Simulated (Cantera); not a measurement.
Charge: 1 mol SiHCl3, 0.015 mol Cl2, 9.7 mol H2, 0.058 mol HCl, at 1448.15 K and 0.00440 bar.

Equilibrium computed with Cantera from the NASA thermochemical tables; the gas is ideal and each condensed phase is pure. Candidate condensed phases: Si; 19 gas species. The tables' values for SiCl3 are old estimates; treat these amounts as uncertain. Rates play no part.

Base state: H2 0.806, HCl 0.129, SiCl2 0.0631, SiCl3 0.00211, SiCl4 0.000259, SiHCl3 0.000139, H 0.000125, Cl 1.62e-5 (mole fractions); condensed: Si(s).

Task: What changes in the equilibrium state with this change: pressure from 0.00440 bar to 0.133 bar?

Result: 
```csv
species,before,after
H2,0.806,0.820
HCl,0.129,0.115
SiCl2,0.0631,0.0492
SiH2Cl2,1.15e-5,0.000278
SiHCl3,0.000139,0.00293
SiCl4,0.000259,0.00478
Cl,1.62e-5,2.61e-6
"Si(s), mol",0.228,0.241
```
